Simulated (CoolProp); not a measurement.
Saturation properties of n-butane (Tc = 425.1 K, pc = 3796 kPa, ω = 0.201).

Values from CoolProp's reference Helmholtz-energy equation of state, Bücker 2006.

```tsv
T (K)	p (kPa)	vapour density (kg/m³)	liquid conductivity (mW/(m K))
254.4	47.82	1.346	124
257.9	55.74	1.553	122
261.4	64.68	1.783	121
264.9	74.71	2.039	119
268.4	85.93	2.323	117
271.9	98.43	2.637	116
275.4	112.3	2.983	114
278.9	127.7	3.363	113
282.4	144.6	3.779	111
285.9	163.2	4.235	110
289.5	184.3	4.746	108
293	206.6	5.288	107
296.5	231.1	5.877	105
300	257.6	6.516	104
```

It boils at 272.7 K under 1 atm.

Thermal conductivity comes from a separate model (Perkins 2002).
